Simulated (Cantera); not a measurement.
**Thermodynamics of halide evaporation, hydrolysis and transport, feed CsCl + O₂ + H₂**

Feed: 1 mol CsCl, 3.6 mol O₂, 27 mol H₂, held at 7.50 Torr.

Equilibrium computed with Cantera from the NASA thermochemical tables; the gas is ideal and each condensed phase is pure. Candidate condensed phases: Cs, CsCl, CsOH, H₂O; 22 gas species. Kinetics and transport are ignored.

| T (K) | log p H₂ | log p H₂O | log p H | log p CsCl | log p HCl | log p Cs | n CsCl(s) |
|---|---|---|---|---|---|---|---|
| 800 | -2.13 | -2.57 | -12.61 | -5.50 | -8.29 | -10.82 | 0.984 |
| 1000 | -2.15 | -2.59 | -9.72 | -3.58 | -6.45 | -7.83 | 0 |
| 1200 | -2.15 | -2.59 | -7.78 | -3.46 | -5.75 | -6.46 | 0 |
| 1400 | -2.15 | -2.59 | -6.39 | -3.45 | -5.24 | -5.58 | 0 |
| 1600 | -2.15 | -2.59 | -5.34 | -3.47 | -4.81 | -4.99 | 0 |
| 1800 | -2.15 | -2.59 | -4.52 | -3.49 | -4.46 | -4.55 | 0 |
| 2000 | -2.16 | -2.60 | -3.87 | -3.54 | -4.18 | -4.24 | 0 |
| 2200 | -2.18 | -2.61 | -3.34 | -3.62 | -3.98 | -4.00 | 0 |
log p: log10 of the partial pressure in bar; n: condensed amount in mol.

At 800 K the condensed part is CsCl(s). From 1000 K to 2200 K nothing is condensed. The main Cs-bearing gas is CsCl throughout.
